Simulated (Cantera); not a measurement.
Input (Python, Cantera) and output of one run.

```python
import numpy as np
import cantera as ct

gas_names = """
    C CH CH2 CH3 CH2OH CH3O CH4 CH3OH CO CO2 COOH C2 C2H CHCO,ketyl C2H2,acetylene C2H2,vinylidene
    CH2CO,ketene C2H3,vinyl CH3CO,acetyl C2H4 C2H4O,ethylen CH3CHO,ethanal CH3COOH (HCOOH)2 C2H5 C2H6
    CH3OCH3 C2H5OH C2O C3 C3H3,propargyl C3H4,allene C3H4,propyne C3H4,cyclo- C3H5,allyl C3H6,propylene
    C3H6,cyclo- C3H6O C3H7,n-propyl C3H7,i-propyl C3H8 C3H8O,1propanol C3H8O,2propanol C3O2 C4 C4H2
    C4H4,1,3-cyclo- C4H6,butadiene C4H6,2-butyne C4H6,cyclo- C4H8,1-butene C4H8,cis2-buten
    C4H8,tr2-butene C4H8,isobutene C4H8,cyclo- (CH3COOH)2 C4H9,n-butyl C4H9,i-butyl C4H9,s-butyl
    C4H9,t-butyl C4H10,isobutane C4H10,n-butane C5 C5H6,1,3cyclo- C5H8,cyclo- C5H10,1-pentene
    C5H10,cyclo- C5H11,pentyl C5H11,t-pentyl C5H12,n-pentane C5H12,i-pentane CH3C(CH3)2CH3 C6H2
    C6H5,phenyl C6H5O,phenoxy C6H6 C6H5OH,phenol C6H10,cyclo- C6H12,1-hexene C6H12,cyclo- C6H13,n-hexyl
    C7H7,benzyl C7H8 C7H8O,cresol C7H14,1-heptene C7H15,n-heptyl C7H16,n-heptane C8H8,styrene
    C8H10,ethylbenz C8H16,1-octene C8H17,n-octyl C8H18,isooctane C8H18,n-octane C9H19,n-nonyl
    C10H8,naphthale C10H21,n-decyl C12H9,o-bipheny C12H10,bipheny Fe FeC5O5 FeO Fe(OH)2 H HCO HO2 H2
    HCHO,formaldehy HCOOH H2O H2O2 O OH O2 O3
""".split()
cond_names = """
    C(gr) C6H6(L) C7H8(L) C8H18(L),n-octa Fe(a) Fe(c) Fe(d) Fe(L) FeC5O5(L) FeO(s) FeO(L) Fe(OH)2(s)
    Fe(OH)3(s) Fe2O3(s) Fe3O4(s) H2O(s) H2O(L)
""".split()


def load(file, names, dense=False):
    # The tables refer to 1 bar. Condensed volumes are neglected.
    table = {s.name: s for s in ct.Species.list_from_file(file)}
    out = []
    for n in names:
        d = dict(table[n].input_data)
        d["thermo"] = dict(d["thermo"], **{"reference-pressure": 1e5})
        if dense:
            d["equation-of-state"] = {"model": "constant-volume", "density": "1e6 g/cm^3"}
        out.append(ct.Species.from_dict(d))
    return out


gas = ct.Solution(thermo="ideal-gas", species=load("nasa_gas.yaml", gas_names))
cond = {s.name: ct.Solution(thermo="fixed-stoichiometry", species=[s], name=s.name)
        for s in load("nasa_condensed.yaml", cond_names, dense=True)}
atoms = {
    'Fe2O3': {'Fe': 2, 'O': 3},
    'CH4': {'C': 1, 'H': 4},
    'CO': {'C': 1, 'O': 1},
}
top_T = {'C(gr)': 4500, 'Fe2O3(s)': 1830, 'Fe3O4(s)': 1870}  # K; cautious upper limits of use, not melting points


def equilibrate(T, P, feed):
    n = {}
    for name, mol in feed.items():
        for a, k in atoms[name].items():
            n[a] = n.get(a, 0.0) + k * mol
    gas.TPX = T, P, n
    mass = sum(n.values()) * gas.mean_molecular_weight
    gas.equilibrate("TP")
    valid = [c for c in cond.values() if c.min_temp <= T <= top_T.get(c.name, c.max_temp)]
    mix = ct.Mixture([(gas, mass / gas.mean_molecular_weight)] + [(c, 0.0) for c in valid])
    mix.T, mix.P = T, P
    mix.equilibrate("TP", solver="vcs", rtol=1e-11, max_steps=5000)
    return mix


results = []
feed = {'Fe2O3': 1, 'CH4': 2, 'CO': 0.031}  # mol
P = 390  # Pa
for T in [1098, 1248, 1398, 1548, 1698, 1848, 1998, 2148]:
    mix = equilibrate(T, P, feed)
    results.append((T, P, feed, dict(zip(mix.species_names, mix.species_moles))))

top = {s: max(r[3][s] / sum(r[3][g] for g in gas_names) for r in results) for s in gas_names}
cols = sorted((s for s in top if top[s] > 1e-06), key=lambda s: -top[s])[:8]
seen = [c for c in cond_names if any(r[3].get(c, 0) > 1e-12 for r in results)]
print("log10 of partial pressures in bar; condensed amounts in mol")
print(f"{'T/K':>10s}" + "".join(f"{s[:9]:>10s}" for s in cols + seen))
for T, P, feed, n in results:
    ng = sum(n[g] for g in gas_names)
    print(f"{T:10.4g}" + "".join(f"{np.log10(max(n[s] / ng * P / 1e5, 1e-99)):10.3f}" for s in cols)
          + "".join(f"{n.get(c, 0):10.4g}" for c in seen))
```

Result:

```
log10 of partial pressures in bar; condensed amounts in mol
       T/K        H2        CO        Fe       H2O       CO2         H       FeO        OH     Fe(a)     Fe(c)     Fe(d)     Fe(L)
      1098    -2.666    -2.960   -11.934    -3.367    -3.664    -8.940   -16.058   -11.997         2         0         0         0
      1248    -2.676    -2.941    -9.633    -3.319    -3.776    -7.669   -13.241   -10.303         0         2         0         0
      1398    -2.683    -2.929    -7.836    -3.291    -3.871    -6.667   -11.047    -8.979         0         2         0         0
      1548    -2.688    -2.921    -6.395    -3.272    -3.950    -5.856    -9.292    -7.916         0     1.999         0         0
      1698    -2.693    -2.916    -5.215    -3.261    -4.016    -5.186    -7.856    -7.043         0         0      1.99         0
      1848    -2.704    -2.919    -4.244    -3.259    -4.077    -4.627    -6.672    -6.316         0         0         0      1.91
      1998    -2.749    -2.954    -3.448    -3.294    -4.160    -4.169    -5.695    -5.717         0         0         0     1.383
      2148    -2.850    -3.039    -3.025    -3.388    -4.285    -3.805    -5.120    -5.233         0         0         0         0
```

Equilibrium computed with Cantera from the NASA thermochemical tables; the gas is ideal and each condensed phase is pure.
